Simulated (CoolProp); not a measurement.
Dry air at 393.99 K and 0.157 MPa flows at 0.24 m/s in a round tube of 12.7 mm bore and 0.25 µm roughness, fully developed (64/Re and Nu = 3.66 if laminar; Colebrook and Gnielinski if turbulent). Each further row changes one setting.

Model: reference Helmholtz-energy equation of state, Lemmon 2000, in CoolProp. It is a pseudo-pure fit of the blend.

| case | Reynolds number | Darcy friction factor | pressure drop (Pa/m) | heat-transfer coefficient (W/(m² K)) | mass flow (kg/h) |
|---|---|---|---|---|---|
| as stated | ___ | ___ | ___ | 9.53 | ___ |
| velocity 0.48 m/s | 371 | 0.173 | ___ | 9.53 | 0.304 |
| diameter 25.4 mm | 371 | 0.173 | ___ | ___ | ___ |

**Question.** Complete the blanks.

**Answer.** 
- as stated, Reynolds number: 185
- as stated, Darcy friction factor: 0.345
- as stated, pressure drop (Pa/m): 1.09
- as stated, mass flow (kg/h): 0.152
- velocity 0.48 m/s, pressure drop (Pa/m): 2.17
- diameter 25.4 mm, pressure drop (Pa/m): 0.271
- diameter 25.4 mm, heat-transfer coefficient (W/(m² K)): 4.76
- diameter 25.4 mm, mass flow (kg/h): 0.608

Viscosity comes from a separate model (Lemmon 2004). Thermal conductivity comes from a separate model (Lemmon 2004).
